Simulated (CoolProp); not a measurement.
Vapour-liquid equilibrium of benzene (1) + toluene (2) at 401.2 K; x and y are mole fractions of (1).

The numbers come from the multi-fluid Helmholtz-energy mixture model, Thol 2012 and Lemmon 2006; pair parameters Bell 2016 in CoolProp.

Task: Give the bubble pressure and the first vapour's composition at x = 0.35, 0.8, 0.875. Is there an azeotrope?

Result: x = 0.35: 0.2303 MPa, y = 0.531; x = 0.8: 0.3211 MPa, y = 0.893; x = 0.875: 0.3365 MPa, y = 0.936. No azeotrope shows between x = 0.05 and 0.95.

The pair parameters rest on a limited set of measurements; away from them the model extrapolates.
